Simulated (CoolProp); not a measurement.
Vapour-liquid equilibrium of n-octane (1) + n-dodecane (2) at 2.81 bar; x and y are mole fractions of (1).

The numbers come from the multi-fluid Helmholtz-energy mixture model, Beckmüller 2019 and Lemmon 2004; pair parameters Bell 2016 in CoolProp.

Q: Give the bubble temperature and the first vapour's composition at x = 0.5, 0.875, 0.95. Is there an azeotrope?

A: x = 0.5: 472.7 K, y = 0.864; x = 0.875: 446.3 K, y = 0.983; x = 0.95: 442.4 K, y = 0.994. No azeotrope shows between x = 0.05 and 0.95.

Pair parameters are fitted to limited data, so mixtures are less certain than the pure fluids.
